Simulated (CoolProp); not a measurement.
Sulfur hexafluoride along the isobar 0.868 MPa: Z from the reference equation and from simpler models built on Tc = 45.6 °C, pc = 3.755 MPa, ω = 0.210; each cubic takes its own stable root.

The numbers come from the reference Helmholtz-energy equation of state, Guder 2009 in CoolProp.

| T (°C) | phase | reference |
|---|---|---|
| -29.95 | liquid | 0.03590 |
| -19.85 | liquid | 0.03567 |
| -9.65 | gas | 0.8302 |
| 0.55 | gas | 0.8546 |
| 10.75 | gas | 0.8740 |
| 20.95 | gas | 0.8897 |
| 31.05 | gas | 0.9027 |
| 41.25 | gas | 0.9138 |

How far does each simpler model (van der Waals, Redlich-Kwong, Soave-Redlich-Kwong, Peng-Robinson) lie from the reference over these 8 states: mean and median of the absolute difference, and the worst?


- van der Waals: mean 576.3 %, median 3.7 %, worst +2326.1 % at -19.85 °C and 0.868 MPa
- Redlich-Kwong: mean 278.4 %, median 0.9 %, worst +2213.1 % at -19.85 °C and 0.868 MPa
- Soave-Redlich-Kwong: mean 1.7 %, median 0.2 %, worst +6.7 % at -19.85 °C and 0.868 MPa
- Peng-Robinson: mean 2.3 %, median 1.1 %, worst -6.8 % at -29.95 °C and 0.868 MPa

At some of these states van der Waals, Redlich-Kwong gives the other phase, because its saturation line lies elsewhere.
